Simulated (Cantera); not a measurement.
Cantera run:

```python
import numpy as np
import cantera as ct

gas_names = [...]  # 113 gases of nasa_gas.yaml made of C, H, O, Pb
cond_names = """
    C(gr) C6H6(L) C7H8(L) C8H18(L),n-octa H2O(s) H2O(L) Pb(cr) Pb(L) PbO(rd) PbO(yw) PbO(L) PbO2(s)
    Pb3O4(s)
""".split()


# ... load() reads the species with a 1 bar reference pressure and builds the phases ...
atoms = {
    'Pb': {'Pb': 1},
    'CO': {'C': 1, 'O': 1},
    'H2': {'H': 2},
}
top_T = {'C(gr)': 4500, 'Pb3O4(s)': 820}  # K; cautious upper limits of use, not melting points


# ... equilibrate(T, P, feed) seeds the gas with the atoms and calls Mixture.equilibrate('TP', solver="vcs", rtol=1e-11, max_steps=5000) ...
results = []
feed = {'Pb': 1, 'CO': 0.05, 'H2': 0.41}  # mol
P = 210000  # Pa
for T in [1048, 1098, 1148, 1198, 1248, 1298, 1348, 1398, 1448, 1498, 1548, 1598, 1648]:
    mix = equilibrate(T, P, feed)
    results.append((T, P, feed, dict(zip(mix.species_names, mix.species_moles))))

top = {s: max(r[3][s] / sum(r[3][g] for g in gas_names) for r in results) for s in gas_names}
cols = sorted((s for s in top if top[s] > 1e-05), key=lambda s: -top[s])[:7]
seen = [c for c in cond_names if any(r[3].get(c, 0) > 1e-12 for r in results)]
print("log10 of partial pressures in bar; condensed amounts in mol")
print(f"{'T/K':>10s}" + "".join(f"{s[:9]:>10s}" for s in cols + seen))
for T, P, feed, n in results:
    ng = sum(n[g] for g in gas_names)
    print(f"{T:10.4g}" + "".join(f"{np.log10(max(n[s] / ng * P / 1e5, 1e-99)):10.3f}" for s in cols)
          + "".join(f"{n.get(c, 0):10.4g}" for c in seen))
```

Result:

```
log10 of partial pressures in bar; condensed amounts in mol
       T/K        H2        CO       CH4        Pb       H2O       CO2         H     Pb(L)
      1048     0.246    -0.842    -1.013    -4.350    -1.053    -2.067    -7.989         1
      1098     0.256    -0.757    -1.212    -3.933    -1.252    -2.268    -7.479         1
      1148     0.262    -0.710    -1.414    -3.553    -1.452    -2.496    -7.014    0.9999
      1198     0.266    -0.684    -1.612    -3.205    -1.646    -2.731    -6.588    0.9999
      1248     0.268    -0.668    -1.800    -2.886    -1.831    -2.959    -6.197    0.9997
      1298     0.269    -0.659    -1.978    -2.592    -2.006    -3.178    -5.836    0.9994
      1348     0.269    -0.654    -2.144    -2.321    -2.170    -3.385    -5.501     0.999
      1398     0.269    -0.651    -2.301    -2.069    -2.324    -3.580    -5.190    0.9981
      1448     0.268    -0.650    -2.449    -1.836    -2.470    -3.763    -4.901    0.9968
      1498     0.267    -0.651    -2.588    -1.618    -2.607    -3.936    -4.632    0.9947
      1548     0.264    -0.653    -2.722    -1.415    -2.739    -4.100    -4.380    0.9914
      1598     0.259    -0.656    -2.850    -1.225    -2.865    -4.257    -4.144    0.9866
      1648     0.253    -0.662    -2.976    -1.047    -2.987    -4.408    -3.924    0.9794
```

Method: chemical equilibrium by Gibbs-energy minimisation in Cantera with the NASA 1993 tables (ideal gas, pure condensed phases).
